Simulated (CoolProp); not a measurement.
n-butane along the isobar 32.6 bar: Z from the reference equation and from simpler models built on Tc = 425.1 K, pc = 37.96 bar, ω = 0.201; each cubic takes its own stable root.

The numbers come from the reference Helmholtz-energy equation of state, Bücker 2006 in CoolProp.

| T (K) | phase | reference | van der Waals | Redlich-Kwong | Soave-Redlich-Kwong | Peng-Robinson |
|---|---|---|---|---|---|---|
| 305.7 | liquid | 0.1309 | 0.2068 | 0.1445 | 0.1406 | ___ |
| 332.6 | liquid | ___ | 0.2013 | ___ | 0.1384 | 0.1223 |
| 359.5 | liquid | ___ | 0.2004 | 0.1451 | 0.1402 | 0.1239 |
| 386.5 | liquid | 0.1305 | 0.2076 | 0.1546 | 0.1492 | 0.1321 |
| 413.4 | liquid | 0.1493 | 0.5641 | 0.1957 | 0.1869 | 0.1670 |
| 440.3 | gas | 0.6629 | 0.6854 | ___ | 0.6726 | 0.6459 |
| 467.3 | gas | 0.7515 | ___ | 0.7427 | 0.7575 | 0.7322 |
| 494.2 | gas | 0.8077 | 0.7939 | 0.7940 | 0.8127 | ___ |
| 521.1 | gas | 0.8476 | 0.8268 | ___ | 0.8524 | 0.8297 |
| 548.1 | gas | 0.8777 | 0.8526 | 0.8600 | 0.8826 | 0.8612 |
| 575 | gas | 0.9009 | 0.8732 | 0.8824 | 0.9061 | 0.8858 |

Question: Fill in the missing entries.

Answer: 
- 305.7, Peng-Robinson: 0.1243
- 332.6, reference: 0.1276
- 332.6, Redlich-Kwong: 0.1428
- 359.5, reference: 0.1270
- 440.3, Redlich-Kwong: 0.6645
- 467.3, van der Waals: 0.7499
- 494.2, Peng-Robinson: 0.7887
- 521.1, Redlich-Kwong: 0.8314

At some of these states van der Waals gives the other phase, because its saturation line lies elsewhere.
